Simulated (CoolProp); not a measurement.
Saturated liquid density (kg/m³) of trans-2-butene: the reference equation beside estimates from Tc = 155.5 °C, pc = 4.019 MPa, ω = 0.210. Rackett uses Z = 0.29056 − 0.08775 ω.

Model: reference Helmholtz-energy equation of state, Lemmon 2005, in CoolProp. It is a short technical equation, of lower accuracy than the large ones.

```csv
T (°C),reference,Rackett,van der Waals,Redlich-Kwong,Soave-Redlich-Kwong,Peng-Robinson
27.25,595.8,584.6,360.9,523.1,540.0,611.5
30.25,592.2,581.0,358.7,519.2,536.2,607.3
33.15,588.6,577.4,356.5,515.3,532.5,603.3
36.05,585.1,573.9,354.3,511.4,528.7,599.1
38.95,581.4,570.2,352.1,507.4,524.9,594.9
41.85,577.7,566.6,349.8,503.3,521.0,590.5
44.75,574.0,562.9,347.5,499.2,517.0,586.1
47.65,570.3,559.1,345.2,495.0,512.9,581.6
50.55,566.5,555.3,342.8,490.8,508.8,577.0
53.55,562.5,551.4,340.3,486.3,504.4,572.1
56.45,558.6,547.5,337.9,481.9,500.1,567.3
59.35,554.6,543.5,335.4,477.5,495.7,562.4
62.25,550.6,539.5,332.8,472.9,491.2,557.3
65.15,546.5,535.4,330.3,468.3,486.6,552.2
```

Absolute difference from the reference over all 14 rows, mean and median: Rackett 2.0 and 1.9 %, van der Waals 39.5 and 39.5 %, Redlich-Kwong 13.2 and 13.1 %, Soave-Redlich-Kwong 10.1 and 10.0 %, Peng-Robinson 2.0 and 2.0 %.
